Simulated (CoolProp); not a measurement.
A single-stage vapour-compression cycle with the fluid: evaporating at 248.15 K (dew point), condensing at 318.15 K (bubble point), superheat 8 K, subcooling 2 K, compressor efficiency 0.8, no pressure losses. The same conditions are run with several fluids, on thermodynamics alone (safety and materials aside).

Model: reference Helmholtz-energy equation of state of each fluid (R1224YDZ: Akasaka 2023; R1233zd(E): Akasaka 2022; R152A: Outcalt 1996; hydrogen sulfide: Lemmon 2006; carbonyl sulfide: Lemmon 2006; R134a: Tillner-Roth 1994), in CoolProp.

```csv
fluid,cooling COP,pressure ratio,discharge temperature (K),refrigerating effect (kJ/kg),volumetric capacity (kJ/m³)
R1224YDZ,2.09,17.7,336.6,117,133
R1233zd(E),2.17,17.8,344.4,141,124
R152A,[?],10.7,368.1,[?],687
hydrogen sulfide,2.00,6.97,446.3,363,2830
carbonyl sulfide,2.08,7.15,[?],207,[?]
R134a,1.98,10.9,348.2,129,684
```

**Question.** Complete the blanks.

**Answer.** 
- R152A, cooling COP: 2.11
- R152A, refrigerating effect (kJ/kg): 220
- carbonyl sulfide, discharge temperature (K): 409.5
- carbonyl sulfide, volumetric capacity (kJ/m³): 1760
